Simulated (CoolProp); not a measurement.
Values from CoolProp's reference Helmholtz-energy equation of state, Thol 2017.

Give the vapour pressure (kPa), liquid density (kg/m³), enthalpy of vaporisation (kJ/kg), liquid cp (kJ/(kg K)) of saturated octamethyltrisiloxane (MDM) at 154.45 °C.


```csv
T (°C),p (kPa),liquid density (kg/m³),enthalpy of vaporisation (kJ/kg),liquid cp (kJ/(kg K))
154.45,107,673,152,2.12
```
